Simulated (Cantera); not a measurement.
A freely propagating, adiabatic, planar premixed flame of 13.9 % CH3OH, 22.3 % O2, 63.8 % N2, equivalence ratio 0.93, unburnt at 325 K and 660000 Pa; mixture-averaged transport, grid criteria slope 0.08 and curve 0.16, no radiation.

Cantera simulation using GRI-Mech 3.0 (53 species, 325 reactions); the numbers are that mechanism's predictions, not measurements. GRI-Mech 3.0 was tuned for natural gas; its chemistry of methanol as a main component is partial and can be far from experiment. Burning velocities carry a grid error of a few per cent, more on coarse grids.

### Question
Predict: laminar burning velocity; thermal thickness; peak x(C2H2); peak x(CO); peak x(CH2O).

### Answer
| Quantity | Value |
|---|---|
| laminar burning velocity | 39.3 cm/s |
| thermal thickness | 0.0632 mm |
| peak x(C2H2) | 9.70e-8 |
| peak x(CO) | 0.0649 |
| peak x(CH2O) | 0.00956 |
